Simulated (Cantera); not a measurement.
An isothermal, constant-pressure homogeneous reactor starts with NO : N2 = 1 : 8.4 (molar parts), at 1900 K and 2670 Pa. Integrator tolerance rtol = 1e-08.

Cantera simulation using GRI-Mech 3.0 (53 species, 325 reactions); the numbers are that mechanism's predictions, not measurements. Radical loss at walls, strong at low pressure, is not modelled.

Task: What does this change do: pressure from 2670 Pa to 4800 Pa?

Result: 
| quantity | before | after |
|---|---|---|
| x(NO) at 5.00 s | 0.102 (gas-phase equilibrium 0.00312) | 0.100 (gas-phase equilibrium 0.00312) |
| x(N2) at 5.00 s | 0.896 (gas-phase equilibrium 0.945) | 0.897 (gas-phase equilibrium 0.945) |
| x(NO2) at 5.00 s | 3.96e-6 (gas-phase equilibrium 5.18e-7) | 6.21e-6 (gas-phase equilibrium 6.96e-7) |
| x(N2O) at 5.00 s | 4.26e-6 (gas-phase equilibrium 3.17e-8) | 4.14e-6 (gas-phase equilibrium 4.25e-8) |
| x(O2) at 5.00 s | 0.00190 (gas-phase equilibrium 0.0514) | 0.00305 (gas-phase equilibrium 0.0515) |
| x(O) at 5.00 s | 0.000115 (gas-phase equilibrium 0.000417) | 9.67e-5 (gas-phase equilibrium 0.000311) |

Task: What does this change do: pressure from 2670 Pa to 10000 Pa?

Result: 
| quantity | before | after |
|---|---|---|
| x(NO) at 5.00 s | 0.102 (gas-phase equilibrium 0.00312) | 0.0953 (gas-phase equilibrium 0.00312) |
| x(N2) at 5.00 s | 0.896 (gas-phase equilibrium 0.945) | 0.899 (gas-phase equilibrium 0.945) |
| x(NO2) at 5.00 s | 3.96e-6 (gas-phase equilibrium 5.18e-7) | 1.09e-5 (gas-phase equilibrium 1.01e-6) |
| x(N2O) at 5.00 s | 4.26e-6 (gas-phase equilibrium 3.17e-8) | 3.80e-6 (gas-phase equilibrium 6.14e-8) |
| x(O2) at 5.00 s | 0.00190 (gas-phase equilibrium 0.0514) | 0.00549 (gas-phase equilibrium 0.0515) |
| x(O) at 5.00 s | 0.000115 (gas-phase equilibrium 0.000417) | 8.10e-5 (gas-phase equilibrium 0.000215) |
